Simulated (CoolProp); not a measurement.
Properties of CH3F (R41) along the isotherm 0.45 °C.

The numbers come from the reference Helmholtz-energy equation of state, Lemmon 2006 in CoolProp. It is a short technical equation, of lower accuracy than the large ones.

```json
[
 {"p (kPa)": "1230", "phase": "gas", "density (kg/m³)": "21.66", "cv (kJ/(kg K))": "1.012", "isothermal compressibility (1/MPa)": "0.9767", "fugacity coefficient": "0.8677"},
 {"p (kPa)": "2460", "phase": "liquid", "density (kg/m³)": "679.6", "cv (kJ/(kg K))": "1.210", "isothermal compressibility (1/MPa)": "0.008629", "fugacity coefficient": "0.6597"},
 {"p (kPa)": "3690", "phase": "liquid", "density (kg/m³)": "686.4", "cv (kJ/(kg K))": "1.206", "isothermal compressibility (1/MPa)": "0.007777", "fugacity coefficient": "0.4518"},
 {"p (kPa)": "4920", "phase": "liquid", "density (kg/m³)": "___", "cv (kJ/(kg K))": "1.203", "isothermal compressibility (1/MPa)": "___", "fugacity coefficient": "0.3480"},
 {"p (kPa)": "6150", "phase": "liquid", "density (kg/m³)": "698.5", "cv (kJ/(kg K))": "1.200", "isothermal compressibility (1/MPa)": "___", "fugacity coefficient": "0.2859"},
 {"p (kPa)": "7380", "phase": "liquid", "density (kg/m³)": "704.0", "cv (kJ/(kg K))": "1.198", "isothermal compressibility (1/MPa)": "0.006064", "fugacity coefficient": "0.2446"},
 {"p (kPa)": "8610", "phase": "liquid", "density (kg/m³)": "709.1", "cv (kJ/(kg K))": "1.196", "isothermal compressibility (1/MPa)": "0.005663", "fugacity coefficient": "0.2152"},
 {"p (kPa)": "9840", "phase": "liquid", "density (kg/m³)": "___", "cv (kJ/(kg K))": "1.194", "isothermal compressibility (1/MPa)": "0.005317", "fugacity coefficient": "___"},
 {"p (kPa)": "11100", "phase": "liquid", "density (kg/m³)": "718.5", "cv (kJ/(kg K))": "1.193", "isothermal compressibility (1/MPa)": "0.005007", "fugacity coefficient": "0.1758"},
 {"p (kPa)": "12300", "phase": "liquid", "density (kg/m³)": "722.7", "cv (kJ/(kg K))": "1.192", "isothermal compressibility (1/MPa)": "0.004747", "fugacity coefficient": "0.1627"},
 {"p (kPa)": "13500", "phase": "liquid", "density (kg/m³)": "726.8", "cv (kJ/(kg K))": "1.190", "isothermal compressibility (1/MPa)": "0.004515", "fugacity coefficient": "0.1519"},
 {"p (kPa)": "14800", "phase": "liquid", "density (kg/m³)": "730.9", "cv (kJ/(kg K))": "1.190", "isothermal compressibility (1/MPa)": "0.004290", "fugacity coefficient": "0.1423"}
]
```

Problem. Some entries are withheld; supply them.

Solution. 
- 4920, density (kg/m³): 692.7
- 4920, isothermal compressibility (1/MPa): 0.007095
- 6150, isothermal compressibility (1/MPa): 0.006534
- 9840, density (kg/m³): 713.9
- 9840, fugacity coefficient: 0.1932
